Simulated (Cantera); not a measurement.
Input (Python, Cantera) and output of one run.

```python
import numpy as np
import cantera as ct

gas_names = """
    AL ALC ALH ALN AL2 C CH CH2 CH3 CH4 CN C2 C2H C2H2,acetylene C2H2,vinylidene C2H3,vinyl CH3CN C2H4
    C2H5 C2H6 CCN CNC C2N2 C3 C3H3,propargyl C3H4,allene C3H4,propyne C3H4,cyclo- C3H5,allyl
    C3H6,propylene C3H6,cyclo- C3H7,n-propyl C3H7,i-propyl C3H8 C4 C4H2 C4H4,1,3-cyclo- C4H6,butadiene
    C4H6,2-butyne C4H6,cyclo- C4H8,1-butene C4H8,cis2-buten C4H8,tr2-butene C4H8,isobutene C4H8,cyclo-
    C4H9,n-butyl C4H9,i-butyl C4H9,s-butyl C4H9,t-butyl C4H10,isobutane C4H10,n-butane C4N2 C5
    C5H6,1,3cyclo- C5H8,cyclo- C5H10,1-pentene C5H10,cyclo- C5H11,pentyl C5H11,t-pentyl C5H12,n-pentane
    C5H12,i-pentane CH3C(CH3)2CH3 C6H2 C6H5,phenyl C6H6 C6H10,cyclo- C6H12,1-hexene C6H12,cyclo-
    C6H13,n-hexyl C7H7,benzyl C7H8 C7H14,1-heptene C7H15,n-heptyl C7H16,n-heptane C8H8,styrene
    C8H10,ethylbenz C8H16,1-octene C8H17,n-octyl C8H18,isooctane C8H18,n-octane C9H19,n-nonyl
    C10H8,naphthale C10H21,n-decyl C12H9,o-bipheny C12H10,bipheny H HCN HCCN HNC H2 N NH NH2 NH3 N2 N2H2
    N2H4
""".split()
cond_names = """
    AL(cr) AL(L) ALN(s) C(gr) C6H6(L) C7H8(L) C8H18(L),n-octa
""".split()


def load(file, names, dense=False):
    # The tables refer to 1 bar. Condensed volumes are neglected.
    table = {s.name: s for s in ct.Species.list_from_file(file)}
    out = []
    for n in names:
        d = dict(table[n].input_data)
        d["thermo"] = dict(d["thermo"], **{"reference-pressure": 1e5})
        if dense:
            d["equation-of-state"] = {"model": "constant-volume", "density": "1e6 g/cm^3"}
        out.append(ct.Species.from_dict(d))
    return out


gas = ct.Solution(thermo="ideal-gas", species=load("nasa_gas.yaml", gas_names))
cond = {s.name: ct.Solution(thermo="fixed-stoichiometry", species=[s], name=s.name)
        for s in load("nasa_condensed.yaml", cond_names, dense=True)}
atoms = {
    'Al(CH3)3': {'AL': 1, 'C': 3, 'H': 9},
    'N2': {'N': 2},
    'H2': {'H': 2},
}
top_T = {'ALN(s)': 2750, 'C(gr)': 4500}  # K; cautious upper limits of use, not melting points


def equilibrate(T, P, feed):
    n = {}
    for name, mol in feed.items():
        for a, k in atoms[name].items():
            n[a] = n.get(a, 0.0) + k * mol
    gas.TPX = T, P, n
    mass = sum(n.values()) * gas.mean_molecular_weight
    gas.equilibrate("TP")
    valid = [c for c in cond.values() if c.min_temp <= T <= top_T.get(c.name, c.max_temp)]
    mix = ct.Mixture([(gas, mass / gas.mean_molecular_weight)] + [(c, 0.0) for c in valid])
    mix.T, mix.P = T, P
    mix.equilibrate("TP", solver="vcs", rtol=1e-11, max_steps=5000)
    return mix


results = []
P = 2700  # Pa
for T in [1598, 1623, 1648, 1673, 1698, 1723, 1748, 1773, 1798, 1823, 1848, 1873]:
    for m in [5.8, 7.7, 10, 14, 18, 24, 32, 42, 57]:
        feed = {'Al(CH3)3': 1, 'N2': m, 'H2': 830}  # mol
        mix = equilibrate(T, P, feed)
        results.append((T, P, feed, dict(zip(mix.species_names, mix.species_moles))))

for T, P, feed, n in results:
    print(f"{T:7g} {feed['N2']:10.4g}  " + (" + ".join(c for c in cond_names if n.get(c, 0) > 1e-12) or "gas only"))
```

Result:

```
   1598        5.8  ALN(s) + C(gr)
   1598        7.7  ALN(s) + C(gr)
   1598         10  ALN(s) + C(gr)
   1598         14  ALN(s) + C(gr)
   1598         18  ALN(s) + C(gr)
   1598         24  ALN(s) + C(gr)
   1598         32  ALN(s) + C(gr)
   1598         42  ALN(s) + C(gr)
   1598         57  ALN(s) + C(gr)
   1623        5.8  ALN(s) + C(gr)
   1623        7.7  ALN(s) + C(gr)
   1623         10  ALN(s) + C(gr)
   1623         14  ALN(s) + C(gr)
   1623         18  ALN(s) + C(gr)
   1623         24  ALN(s) + C(gr)
   1623         32  ALN(s) + C(gr)
   1623         42  ALN(s) + C(gr)
   1623         57  ALN(s) + C(gr)
   1648        5.8  ALN(s) + C(gr)
   1648        7.7  ALN(s) + C(gr)
   1648         10  ALN(s) + C(gr)
   1648         14  ALN(s) + C(gr)
   1648         18  ALN(s) + C(gr)
   1648         24  ALN(s) + C(gr)
   1648         32  ALN(s) + C(gr)
   1648         42  ALN(s) + C(gr)
   1648         57  ALN(s) + C(gr)
   1673        5.8  ALN(s) + C(gr)
   1673        7.7  ALN(s) + C(gr)
   1673         10  ALN(s) + C(gr)
   1673         14  ALN(s) + C(gr)
   1673         18  ALN(s) + C(gr)
   1673         24  ALN(s) + C(gr)
   1673         32  ALN(s) + C(gr)
   1673         42  ALN(s) + C(gr)
   1673         57  ALN(s) + C(gr)
   1698        5.8  ALN(s) + C(gr)
   1698        7.7  ALN(s) + C(gr)
   1698         10  ALN(s) + C(gr)
   1698         14  ALN(s) + C(gr)
   1698         18  ALN(s) + C(gr)
   1698         24  ALN(s) + C(gr)
   1698         32  ALN(s) + C(gr)
   1698         42  ALN(s) + C(gr)
   1698         57  ALN(s) + C(gr)
   1723        5.8  ALN(s) + C(gr)
   1723        7.7  ALN(s) + C(gr)
   1723         10  ALN(s) + C(gr)
   1723         14  ALN(s) + C(gr)
   1723         18  ALN(s) + C(gr)
   1723         24  ALN(s) + C(gr)
   1723         32  ALN(s) + C(gr)
   1723         42  ALN(s) + C(gr)
   1723         57  ALN(s) + C(gr)
   1748        5.8  ALN(s) + C(gr)
   1748        7.7  ALN(s) + C(gr)
   1748         10  ALN(s) + C(gr)
   1748         14  ALN(s) + C(gr)
   1748         18  ALN(s) + C(gr)
   1748         24  ALN(s) + C(gr)
   1748         32  ALN(s) + C(gr)
   1748         42  ALN(s) + C(gr)
   1748         57  ALN(s) + C(gr)
   1773        5.8  ALN(s) + C(gr)
   1773        7.7  ALN(s) + C(gr)
   1773         10  ALN(s) + C(gr)
   1773         14  ALN(s) + C(gr)
   1773         18  ALN(s) + C(gr)
   1773         24  ALN(s) + C(gr)
   1773         32  ALN(s) + C(gr)
   1773         42  ALN(s) + C(gr)
   1773         57  ALN(s) + C(gr)
   1798        5.8  ALN(s) + C(gr)
   1798        7.7  ALN(s) + C(gr)
   1798         10  ALN(s) + C(gr)
   1798         14  ALN(s) + C(gr)
   1798         18  ALN(s) + C(gr)
   1798         24  ALN(s) + C(gr)
   1798         32  ALN(s) + C(gr)
   1798         42  ALN(s) + C(gr)
   1798         57  ALN(s) + C(gr)
   1823        5.8  C(gr)
   1823        7.7  C(gr)
   1823         10  ALN(s) + C(gr)
   1823         14  ALN(s) + C(gr)
   1823         18  ALN(s) + C(gr)
   1823         24  ALN(s) + C(gr)
   1823         32  ALN(s) + C(gr)
   1823         42  ALN(s) + C(gr)
   1823         57  ALN(s) + C(gr)
   1848        5.8  C(gr)
   1848        7.7  C(gr)
   1848         10  C(gr)
   1848         14  C(gr)
   1848         18  C(gr)
   1848         24  C(gr)
   1848         32  ALN(s) + C(gr)
   1848         42  ALN(s) + C(gr)
   1848         57  ALN(s) + C(gr)
   1873        5.8  C(gr)
   1873        7.7  C(gr)
   1873         10  C(gr)
   1873         14  C(gr)
   1873         18  C(gr)
   1873         24  C(gr)
   1873         32  C(gr)
   1873         42  C(gr)
   1873         57  C(gr)
```

Equilibrium computed with Cantera from the NASA thermochemical tables; the gas is ideal and each condensed phase is pure. The feed counts by its element totals alone.
